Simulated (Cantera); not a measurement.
A Cantera script and what it prints.

```python
import numpy as np
import cantera as ct

gas_names = """
    H H2 N NH NH2 NH3 N2 N2H2 N2H4 Pb Pb2
""".split()
cond_names = """
    Pb(cr) Pb(L)
""".split()


# ... load() reads the species with a 1 bar reference pressure and builds the phases ...
atoms = {
    'Pb': {'Pb': 1},
    'H2': {'H': 2},
    'N2': {'N': 2},
}
top_T = {}  # K; cautious upper limits of use, not melting points


# ... equilibrate(T, P, feed) seeds the gas with the atoms and calls Mixture.equilibrate('TP', solver="vcs", rtol=1e-11, max_steps=5000) ...
results = []
feed = {'Pb': 1, 'H2': 9.1, 'N2': 1}  # mol
P = 88  # Pa
for T in [450, 550, 650, 750, 850, 950, 1050, 1150, 1250, 1350, 1450]:
    mix = equilibrate(T, P, feed)
    results.append((T, P, feed, dict(zip(mix.species_names, mix.species_moles))))

top = {s: max(r[3][s] / sum(r[3][g] for g in gas_names) for r in results) for s in gas_names}
cols = sorted((s for s in top if top[s] > 1e-05), key=lambda s: -top[s])[:8]
seen = [c for c in cond_names if any(r[3].get(c, 0) > 1e-12 for r in results)]
print("log10 of partial pressures in bar; condensed amounts in mol")
print(f"{'T/K':>10s}" + "".join(f"{s[:9]:>10s}" for s in cols + seen))
for T, P, feed, n in results:
    ng = sum(n[g] for g in gas_names)
    print(f"{T:10.4g}" + "".join(f"{np.log10(max(n[s] / ng * P / 1e5, 1e-99)):10.3f}" for s in cols)
          + "".join(f"{n.get(c, 0):10.4g}" for c in seen))
```

Result:

```
log10 of partial pressures in bar; condensed amounts in mol
       T/K        H2        N2        Pb         H       NH3    Pb(cr)     Pb(L)
       450    -3.101    -4.060   -16.907   -24.251    -6.605         1         0
       550    -3.101    -4.060   -12.816   -19.624    -7.658         1         0
       650    -3.101    -4.060   -10.029   -16.412    -8.409         0         1
       750    -3.101    -4.060    -8.023   -14.050    -8.973         0    0.9999
       850    -3.101    -4.060    -6.497   -12.239    -9.413         0    0.9963
       950    -3.103    -4.062    -5.298   -10.806    -9.770         0    0.9419
      1050    -3.124    -4.083    -4.332    -9.653   -10.101         0    0.4362
      1150    -3.142    -4.101    -4.101    -8.698   -10.376         0         0
      1250    -3.142    -4.101    -4.101    -7.887   -10.579         0         0
      1350    -3.142    -4.101    -4.101    -7.194   -10.753         0         0
      1450    -3.142    -4.101    -4.101    -6.595   -10.904         0         0
```

Method: chemical equilibrium by Gibbs-energy minimisation in Cantera with the NASA 1993 tables (ideal gas, pure condensed phases).
